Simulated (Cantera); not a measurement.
An isothermal, constant-pressure homogeneous reactor starts with C₂H₆ : N₂ = 1 : 28 (molar parts), at 1623 K and 2.78 Torr. Integrator tolerance rtol = 1e-08.

Cantera simulation using GRI-Mech 3.0 (53 species, 325 reactions); the numbers are that mechanism's predictions, not measurements. GRI-Mech 3.0 stops at C3 and has no aromatics, soot or wall deposition, so with more carbon than oxygen in the feed, carbon stays in small species such as C2H2 where larger ones or solid carbon would form. Radical loss at walls, strong at low pressure, is not modelled.

**Question.** What does this change do: pressure from 2.78 Torr to 1.13 Torr?

**Answer.** 
| quantity | before | after |
|---|---|---|
| x(C₂H₆) at 50.0 s | 1.01e-9 (gas-phase equilibrium <1e-12) | 4.19e-9 (gas-phase equilibrium <1e-12) |
| x(H) at 50.0 s | 0.000248 (gas-phase equilibrium 0.000290) | 0.000216 (gas-phase equilibrium 0.000456) |
| x(H₂) at 50.0 s | 0.0641 (gas-phase equilibrium 0.0644) | 0.0637 (gas-phase equilibrium 0.0643) |
| x(C₂H₂) at 50.0 s | 0.0322 (gas-phase equilibrium 0.00856) | 0.0320 (gas-phase equilibrium 0.00856) |
| x(HCN) at 50.0 s | 2.45e-5 (gas-phase equilibrium 0.0474) | 2.20e-5 (gas-phase equilibrium 0.0474) |
| x(C₂H₄) at 50.0 s | 8.07e-7 (gas-phase equilibrium 1.84e-7) | 1.18e-6 (gas-phase equilibrium 7.46e-8) |
| x(CH₃) at 50.0 s | 1.23e-5 (gas-phase equilibrium 1.27e-7) | 3.37e-5 (gas-phase equilibrium 8.10e-8) |

**Question.** What does this change do: pressure from 2.78 Torr to 20.0 Torr?

**Answer.** 
```tsv
quantity	before	after
x(C₂H₆) at 50.0 s	1.01e-9 (gas-phase equilibrium <1e-12)	3.42e-10 (gas-phase equilibrium 8.30e-12)
x(H) at 50.0 s	0.000248 (gas-phase equilibrium 0.000290)	0.000108 (gas-phase equilibrium 0.000108)
x(H₂) at 50.0 s	0.0641 (gas-phase equilibrium 0.0644)	0.0643 (gas-phase equilibrium 0.0644)
x(C₂H₂) at 50.0 s	0.0322 (gas-phase equilibrium 0.00856)	0.0322 (gas-phase equilibrium 0.00855)
x(HCN) at 50.0 s	2.45e-5 (gas-phase equilibrium 0.0474)	1.46e-5 (gas-phase equilibrium 0.0474)
x(C₂H₄) at 50.0 s	8.07e-7 (gas-phase equilibrium 1.84e-7)	5.01e-6 (gas-phase equilibrium 1.33e-6)
x(CH₃) at 50.0 s	1.23e-5 (gas-phase equilibrium 1.27e-7)	2.66e-6 (gas-phase equilibrium 3.42e-7)
```
